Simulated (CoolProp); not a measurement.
The fluid at 298.15 K and 4.57 MPa flows at 0.27 m/s in a round tube of 25 mm bore and 45 µm roughness, fully developed (64/Re and Nu = 3.66 if laminar; Colebrook and Gnielinski if turbulent). The same conditions are run with several fluids, on thermodynamics alone (safety and materials aside).

Model: reference Helmholtz-energy equation of state of each fluid (n-heptane: Span 2003; R123: Younglove 1994; R141b: Lemmon 2006; water: Wagner 2002; R410A: Lemmon 2003), in CoolProp. Blends and air are pseudo-pure fits.

```json
[
 {"fluid": "n-heptane", "Reynolds number": "11300", "Darcy friction factor": "0.0327", "pressure drop (Pa/m)": "(withheld)", "heat-transfer coefficient (W/(m² K))": "(withheld)", "mass flow (kg/h)": "326"},
 {"fluid": "R123", "Reynolds number": "(withheld)", "Darcy friction factor": "0.0289", "pressure drop (Pa/m)": "62.2", "heat-transfer coefficient (W/(m² K))": "519", "mass flow (kg/h)": "704"},
 {"fluid": "R141b", "Reynolds number": "19600", "Darcy friction factor": "(withheld)", "pressure drop (Pa/m)": "53.5", "heat-transfer coefficient (W/(m² K))": "524", "mass flow (kg/h)": "593"},
 {"fluid": "water", "Reynolds number": "7580", "Darcy friction factor": "0.0356", "pressure drop (Pa/m)": "51.9", "heat-transfer coefficient (W/(m² K))": "1460", "mass flow (kg/h)": "477"},
 {"fluid": "R410A", "Reynolds number": "57200", "Darcy friction factor": "0.0257", "pressure drop (Pa/m)": "40.6", "heat-transfer coefficient (W/(m² K))": "(withheld)", "mass flow (kg/h)": "518"}
]
```

Task: Complete the blanks.

Result: 
- n-heptane, pressure drop (Pa/m): 32.6
- n-heptane, heat-transfer coefficient (W/(m² K)): 471
- R123, Reynolds number: 22500
- R141b, Darcy friction factor: 0.0295
- R410A, heat-transfer coefficient (W/(m² K)): 984

Transport values come from each fluid's own correlations; those of R141b are estimates that may be off by 10 % or more.
